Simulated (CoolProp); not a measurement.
The fluid at 387.27 K and 1.52 MPa expands adiabatically to 0.404 MPa with isentropic efficiency 0.85. The same conditions are run with several fluids, on thermodynamics alone (safety and materials aside).

Model: reference Helmholtz-energy equation of state of each fluid (C2F6 (R116): Lemmon 2006; C3F8 (R218): Lemmon 2006; chlorine: Thol 2021; R152A: Outcalt 1996; R507A: Lemmon 2003), in CoolProp. Blends and air are pseudo-pure fits.

```csv
fluid,work (kJ/kg),final temperature (K),final density (kg/m³)
C2F6 (R116),24.0,…,19.3
C3F8 (R218),17.0,…,26.5
chlorine,40.3,291.6,12.5
R152A,…,335.1,10.2
R507A,32.0,346.1,14.5
```

What belongs in the gaps?


- C2F6 (R116), final temperature (K): 355.2
- C3F8 (R218), final temperature (K): 361.2
- R152A, work (kJ/kg): 45.8
